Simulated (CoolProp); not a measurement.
Vapour-liquid equilibrium of dimethyl ether (1) + 1-butene (2) at 307.1 K; x and y are mole fractions of (1).

Values from CoolProp's multi-fluid Helmholtz-energy mixture model, Wu 2011 and Lemmon 2005; pair parameters Bell 2016.

```tsv
x	bubble pressure, mixture model (MPa)	bubble pressure, Raoult's law (MPa)	y, mixture model	y, Raoult's law
0.05	0.4126	0.4051	0.103	0.094
0.2	0.4850	0.4608	0.339	0.329
0.35	0.5493	0.5165	0.510	0.514
0.5	0.6065	0.5722	0.643	0.662
0.65	0.6576	0.6279	0.757	0.785
0.8	0.7036	0.6836	0.861	0.887
0.95	0.7451	0.7393	0.964	0.974
```

The largest gap from Raoult's law is +6.4 % in bubble pressure, at x = 0.35. No azeotrope shows between x = 0.05 and 0.95.

Pair parameters are fitted to limited data, so mixtures are less certain than the pure fluids.
